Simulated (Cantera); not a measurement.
A perfectly stirred reactor is fed with NH₃ : N₂ = 1 : 0.11 (molar parts), at 180000 Pa; it is held at 1800 K, and followed from long to short residence time.

Computed with Cantera and the gas-phase N/H chemistry of the illustrative SiF4/NH3 mechanism in the Surface Chemkin manual (1991). Walls and surfaces, which speed up NH3 decomposition in real reactors, are not modelled.

```
quantity                 before     after
----------------------  -------  --------
x(NH₃) at τ = 0.790 s     0.217  0.000804
x(N₂) at τ = 0.790 s      0.243     0.288
x(N) at τ = 0.790 s     6.39e-8   4.84e-6
x(N₂H₄) at τ = 0.790 s  8.82e-8  7.31e-11
x(N₂H₂) at τ = 0.790 s  2.25e-7   5.39e-9
x(NH₃) at τ = 34.0 ms     0.744   0.00861
x(N₂) at τ = 34.0 ms      0.132     0.286
x(N) at τ = 34.0 ms     5.67e-8   1.25e-5
x(N₂H₄) at τ = 34.0 ms  5.84e-7   3.30e-9
x(N₂H₂) at τ = 34.0 ms  1.74e-6   1.64e-7
```

Task: What was changed between the two runs?
A. temperature 1800 to 1398 K
B. temperature 1800 to 2248 K
C. temperature 1800 to 2398 K
D. temperature 1800 to 2125 K

Result: C, temperature 1800 to 2398 K
